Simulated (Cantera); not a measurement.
Input: 1 mol B₂H₆, 18 mol H₂O, 0.13 mol N₂, at 1802 °C and 65.0 Pa.

Cantera equilibrium calculation (NASA polynomials, part measured and part estimated; ideal gas, pure solids and liquids). Candidate condensed phases: B, BN, B₂O₃, B₃O₃H₃, H₂O; 39 gas species. The feed counts by its element totals alone. Kinetics and transport are ignored.

**Question.** What is the equilibrium state?

**Answer.** 
```
Quantity                            Result
-------------------------------  ---------
x(H₂O)                               0.590
x(H₂)                                0.249
x(HBO₂)                             0.0810
x(H)                                0.0521
x(OH)                               0.0141
x(N₂)                              0.00561
x(BO₂)                             0.00234
x(O₂)                              0.00215
x(O)                               0.00212
gas amount                       23.03 mol
log10 activity of B(s) (absent)      -8.11
```
